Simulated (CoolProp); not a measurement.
Vapour-liquid equilibrium of hydrogen sulfide (1) + n-pentane (2) at 60.45 °C; x and y are mole fractions of (1).

The numbers come from the multi-fluid Helmholtz-energy mixture model, Lemmon 2006 and Thol 2019; pair parameters Kunz 2012 in CoolProp.

Problem. Give the bubble pressure and the first vapour's composition at x = 0.2, 0.35, 0.65. Is there an azeotrope?

Solution. x = 0.2: 10.84 bar, y = 0.804; x = 0.35: 17.56 bar, y = 0.883; x = 0.65: 28.33 bar, y = 0.938. No azeotrope shows between x = 0.05 and 0.95.

The pair parameters rest on a limited set of measurements; away from them the model extrapolates. The gap from Raoult's law changes sign with composition, which may be real or a fault of the pair parameters; it wasn't checked against measurements.
